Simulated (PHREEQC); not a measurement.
Nickel, zinc or cadmium bath (model solution)

Consider water at 25 °C with 0.16 mol ZnSO4, 8.6e-05 mol KCl and 0.0064 mol HCl per kg of water. Closed to the air; pH follows from the charge balance.

The numbers come from PHREEQC with the ion-association model, phreeqc.dat.

Each row changes one thing in this solution. Precipitation was switched off in this run.

| case | pH | ionic strength (mol/kgw) | Zn+2 (mol/kgw) | ZnSO4 (mol/kgw) | SO4-2 (mol/kgw) | Zn(SO4)2-2 (mol/kgw) | SI of Zn(OH)2(e) (Zn(OH)2) |
|---|---|---|---|---|---|---|---|
| as made | 2.67 | 0.318 | 0.0795 | 0.0573 | 0.0533 | 0.0228 | -7.85 |
| KCl from 8.6e-05 to 0.000129 mol/kgw | 2.67 | 0.318 | 0.0795 | 0.0573 | 0.0533 | 0.0228 | -7.85 |
| 0.22 mol/kgw KNO3 added | 2.65 | 0.572 | 0.0956 | 0.0469 | (withheld) | 0.0171 | -7.92 |
| ZnSO4 from 0.16 to 0.24 mol/kgw | 2.72 | 0.465 | (withheld) | 0.0830 | 0.0726 | 0.0402 | (withheld) |
| KCl left out | 2.67 | 0.318 | 0.0795 | 0.0573 | 0.0533 | 0.0228 | -7.85 |
| diluted 100-fold with water | 4.26 | 0.00551 | 0.00136 | 0.000233 | 0.00136 | 2.58e-6 | -5.97 |

Problem. Fill in the missing entries.

Solution. 
- 0.22 mol/kgw KNO3 added, SO4-2 (mol/kgw): 0.0599
- ZnSO4 from 0.16 to 0.24 mol/kgw, Zn+2 (mol/kgw): 0.116
- ZnSO4 from 0.16 to 0.24 mol/kgw, SI of Zn(OH)2(e) (Zn(OH)2): -7.66

Complexes and solids missing from the database can't appear.
